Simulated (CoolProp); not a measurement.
Vapour-liquid equilibrium of trans-2-butene (1) + acetone (2) at 90.45 °C; x and y are mole fractions of (1).

Computed with CoolProp (multi-fluid Helmholtz-energy mixture model, Lemmon 2005 and Lemmon 2006; pair parameters Bell 2016).

| x | bubble pressure, mixture model (MPa) | bubble pressure, Raoult's law (MPa) | y, mixture model | y, Raoult's law |
|---|---|---|---|---|
| 0.05 | 0.3924 | 0.3368 | 0.276 | 0.184 |
| 0.2 | 0.6513 | 0.4798 | 0.597 | 0.518 |
| 0.35 | 0.8343 | 0.6228 | 0.714 | 0.698 |
| 0.5 | 0.9618 | 0.7658 | 0.779 | 0.811 |
| 0.65 | 1.059 | 0.9088 | 0.830 | 0.889 |
| 0.8 | 1.145 | 1.052 | 0.886 | 0.945 |
| 0.95 | 1.222 | 1.195 | 0.964 | 0.988 |

The largest gap from Raoult's law is +35.7 % in bubble pressure, at x = 0.2. No azeotrope shows between x = 0.05 and 0.95.

Pair parameters are fitted to limited data, so mixtures are less certain than the pure fluids.
